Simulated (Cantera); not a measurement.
Feed: 1 mol FeS2, 0.95 mol H2, a varied amount of H2O, held at 748 K and 28.0 Pa.

Equilibrium computed with Cantera from the NASA thermochemical tables; the gas is ideal and each condensed phase is pure. Candidate condensed phases: Fe, FeO, Fe(OH)2, Fe(OH)3, FeS, FeSO4, FeS2, Fe2O3, Fe2(SO4)3, Fe3O4, H2O, H2SO4, S; 22 gas species. FeS: taken at fixed stoichiometry. Gases not in the tables: S3 to S7. Kinetics and transport are ignored.

Problem. Which condensed phases are stable at each of these points (n(H2O) (mol)): 0.19, 0.3, 0.48, 0.76, 1.2, 1.9, 3.1?

Solution. 
```
n(H2O) (mol)  condensed phases  Fe condensed (%)
------------  ----------------  ----------------
0.19          FeS(s) + FeS2(s)             100.0
0.3           FeS(s) + FeS2(s)             100.0
0.48          FeS(s) + FeS2(s)             100.0
0.76          FeS(s) + FeS2(s)             100.0
1.2           FeS(s) + FeS2(s)             100.0
1.9           FeS(s) + FeS2(s)             100.0
3.1                     FeS(s)             100.0
```

From 0.19 mol H2O to 1.9 mol H2O the condensed part is FeS(s) + FeS2(s). At 3.1 mol H2O the condensed part is FeS(s).
